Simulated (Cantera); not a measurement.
An adiabatic, constant-pressure homogeneous reactor starts with CH₄ : O₂ : N₂ = 1 : 1.05 : 3.96 (molar parts), equivalence ratio 1.9, at 1625 K and 10.0 bar. Integrator tolerance rtol = 1e-08.

Computed with Cantera and GRI-Mech 3.0 (53 species, 325 reactions).

Q: What does this change do: initial temperature 1625 to 1400 K?

A: 
| quantity | before | after |
|---|---|---|
| time of steepest temperature rise | 80.6 µs | 0.705 ms |
| temperature at 8.00 s | 2701 K | 2515 K |
| equilibrium temperature | 2701 K | 2515 K |
| x(CH₄) at 8.00 s | 4.11e-10 (gas-phase equilibrium 4.61e-10) | 8.55e-10 (gas-phase equilibrium 9.61e-10) |
| x(O₂) at 8.00 s | 1.97e-5 (gas-phase equilibrium 1.97e-5) | 3.67e-6 (gas-phase equilibrium 3.67e-6) |
| x(CH₂) at 8.00 s | 2.80e-11 (gas-phase equilibrium 3.08e-11) | 1.25e-11 (gas-phase equilibrium 1.39e-11) |
| x(CO₂) at 8.00 s | 0.0178 (gas-phase equilibrium 0.0178) | 0.0188 (gas-phase equilibrium 0.0188) |
| x(NO) at 8.00 s | 0.000263 (gas-phase equilibrium 0.000263) | 8.41e-5 (gas-phase equilibrium 8.41e-5) |
